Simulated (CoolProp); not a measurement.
Properties of fluorine along the isobar 7.63 MPa (Tc = -128.7 °C, pc = 5.240 MPa, ω = 0.045).

The numbers come from the reference Helmholtz-energy equation of state, de Reuck 1990 in CoolProp.

| T (°C) | phase | density (kg/m³) | cv (kJ/(kg K)) | isothermal compressibility (1/MPa) | fugacity coefficient |
|---|---|---|---|---|---|
| -205.05 | liquid | 1627 | 0.8710 | 0.0009762 | 0.001517 |
| -189.65 | liquid | 1531 | 0.8376 | 0.001523 | 0.01412 |
| -174.15 | liquid | 1425 | 0.7875 | 0.002438 | 0.06018 |
| -158.65 | liquid | 1305 | 0.7470 | 0.004275 | 0.1609 |
| -143.25 | liquid | 1157 | 0.7194 | 0.009410 | 0.3184 |
| -127.75 | supercritical | 922.6 | 0.7301 | 0.04430 | 0.5128 |
| -112.35 | supercritical | 407.5 | 0.7385 | 0.2782 | 0.6719 |
| -96.85 | supercritical | 278.6 | 0.6607 | 0.1878 | 0.7597 |
| -81.35 | supercritical | 227.4 | 0.6358 | 0.1624 | 0.8187 |
| -65.95 | supercritical | 196.9 | 0.6219 | 0.1507 | 0.8610 |
| -50.45 | supercritical | 175.4 | 0.6134 | 0.1441 | 0.8926 |
| -34.95 | supercritical | 159.2 | 0.6088 | 0.1399 | 0.9167 |
| -19.55 | supercritical | 146.4 | 0.6070 | 0.1372 | 0.9352 |
| -4.05 | supercritical | 135.8 | 0.6074 | 0.1353 | 0.9500 |
| 11.35 | supercritical | 126.9 | 0.6094 | 0.1339 | 0.9618 |
| 26.85 | supercritical | 119.2 | 0.6125 | 0.1329 | 0.9715 |
